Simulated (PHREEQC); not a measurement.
0.85 g of hydrous ferric oxide (600 m²/g; 0.2 weak and 0.005 strong sites per Fe, Dzombak-Morel constants, diffuse double layer) in 1 kg of water with 0.1 mol/kgw of an inert sodium salt, at 25 °C; the pH is set by adding NaOH or the inert anion's acid. O2 is buffered at 0.21 atm. The system is closed to CO2. Precipitation was switched off in this run.

Base run: PHREEQC, ion-association model, wateq4f.dat. Each further column changes one thing. The table gives surface charge σ (C/m²).

```tsv
pH	base	background salt from 0.1 to 0.01 mol/kgw	oxide from 0.85 to 4.2 g/kgw	0.002 mol/kgw Na2SO4 added
4	0.321	0.219	0.322	0.087
5.12	0.201	___	0.202	0.078
5.88	0.122	0.056	0.122	___
7	0.045	___	0.045	___
8.12	0.000	0.000	0.000	___
8.88	-0.029	-0.011	-0.029	-0.030
10	-0.094	-0.041	-0.094	___
```

Complete the blanks.


- 5.12, background salt from 0.1 to 0.01 mol/kgw: 0.104
- 5.88, 0.002 mol/kgw Na2SO4 added: 0.062
- 7, background salt from 0.1 to 0.01 mol/kgw: 0.017
- 7, 0.002 mol/kgw Na2SO4 added: 0.034
- 8.12, 0.002 mol/kgw Na2SO4 added: -0.001
- 10, 0.002 mol/kgw Na2SO4 added: -0.095
